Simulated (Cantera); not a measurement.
An isothermal, constant-pressure homogeneous reactor starts with C₂H₆ : N₂ = 1 : 27 (molar parts), at 2023 K and 0.132 atm. Integrator tolerance rtol = 1e-08.

Detailed kinetics in Cantera: GRI-Mech 3.0 (53 species, 325 reactions). GRI-Mech 3.0 stops at C3 and has no aromatics, soot or wall deposition, so with more carbon than oxygen in the feed, carbon stays in small species such as C2H2 where larger ones or solid carbon would form.

| quantity | before | after |
|---|---|---|
| x(C₂H₆) at 60.0 s | 2.87e-12 (gas-phase equilibrium 1.41e-12) | 4.11e-10 (gas-phase equilibrium 1.08e-10) |
| x(C₂H) at 60.0 s | 1.35e-5 (gas-phase equilibrium 2.76e-6) | 1.98e-7 (gas-phase equilibrium 5.16e-8) |
| x(CH₃) at 60.0 s | 1.07e-6 (gas-phase equilibrium 9.86e-7) | 1.63e-6 (gas-phase equilibrium 8.39e-7) |
| x(HCN) at 60.0 s | 0.00117 (gas-phase equilibrium 0.0532) | 1.51e-5 (gas-phase equilibrium 0.0493) |
| x(CH₂) at 60.0 s | 2.86e-8 (gas-phase equilibrium 2.64e-8) | 2.00e-9 (gas-phase equilibrium 1.03e-9) |
| x(C₂H₄) at 60.0 s | 1.70e-6 (gas-phase equilibrium 3.48e-7) | 1.77e-5 (gas-phase equilibrium 4.60e-6) |

Q: Which change was made?
A. pressure from 0.132 atm to 1.48 atm
B. N2 27 to 87 parts
C. temperature 2023 to 1673 K
D. pressure from 0.132 atm to 0.0132 atm

A: C, temperature 2023 to 1673 K
